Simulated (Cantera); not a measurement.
An adiabatic, constant-volume homogeneous reactor starts with CH4 : CO : O2 : N2 = 1 : 0.21 : 1.4 : 5.28 (molar parts), equivalence ratio 1.5, at 1625 K and 10.0 bar.

Detailed kinetics in Cantera: GRI-Mech 3.0 (53 species, 325 reactions). Above 3000 K some thermodynamic fits are extrapolated.

One state of this run: T (K) = 3152; P (bar) = 21.3; x CH4 = 3.28e-11; x CO = 0.107; x O2 = 0.00146; x O = 0.00155; x HCO = 2.04e-6; x H2 = 0.0643. x: mole fraction; the columns are a selection and need not sum to one.

**Question.** Which value of t (s) does it belong to?
A. 0.00569
B. 1.62e-5
C. 3.74e-5
D. 7.00e-6

**Answer.** A, 0.00569
